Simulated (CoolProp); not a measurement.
Model: reference Helmholtz-energy equation of state, Lemmon 2006, in CoolProp. It is a short technical equation, of lower accuracy than the large ones.

For carbon monoxide, give the phase and the Joule-Thomson coefficient (K/MPa), fugacity coefficient at -130.85 °C and 3.26 MPa.


- -130.85 °C and 3.26 MPa: gas; Joule-Thomson coefficient 8.98, fugacity coefficient 0.756
